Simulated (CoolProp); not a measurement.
Computed with CoolProp (reference Helmholtz-energy equation of state, Lemmon 2006). It is a short technical equation, of lower accuracy than the large ones.

Q: Give the vapour pressure (MPa), enthalpy of vaporisation (kJ/kg), surface tension (mN/m), liquid conductivity (mW/(m K)) of saturated C3F8 (R218) at -92.35, -72.85 °C.

A: 
```json
[
 {"T (°C)": "-92.35", "p (MPa)": "0.00316", "enthalpy of vaporisation (kJ/kg)": "123", "surface tension (mN/m)": "17.4", "liquid conductivity (mW/(m K))": "75.9"},
 {"T (°C)": "-72.85", "p (MPa)": "0.0139", "enthalpy of vaporisation (kJ/kg)": "117", "surface tension (mN/m)": "14.9", "liquid conductivity (mW/(m K))": "71.4"}
]
```

Thermal conductivity comes from a separate model (Huber 2003), an estimate that may be off by 10 % or more. Surface tension comes from a separate correlation (Mulero 2012).
